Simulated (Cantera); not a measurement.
Input: 1 mol AlN, 0.92 mol H₂, held at 1950 K and 730000 Pa.

These are equilibrium values from Cantera (NASA tables, ideal gas, pure condensed phases), not measurements of a reactor. Candidate condensed phases: Al, AlN; 13 gas species. Equilibrium is a limit: real reactors are often held back by kinetics, nucleation or transport.

Base state: H₂ 0.999, H 0.000424, Al 5.53e-5, N₂ 5.05e-5, AlH 4.68e-5 (mole fractions); condensed: AlN(s).

What changes in the equilibrium state with this change: temperature from 1950 K to 2900 K?


| species | before | after |
|---|---|---|
| H₂ | 0.999 | 0.458 |
| N₂ | 5.05e-5 | 0.265 |
| Al | 5.53e-5 | 0.216 |
| AlH | 4.68e-5 | 0.0283 |
| H | 0.000424 | 0.0288 |
| Al₂ | 8.91e-9 | 0.00406 |
| AlN(s), mol | 1.000 | 0 |
| Al(l), mol | 0 | 0.523 |
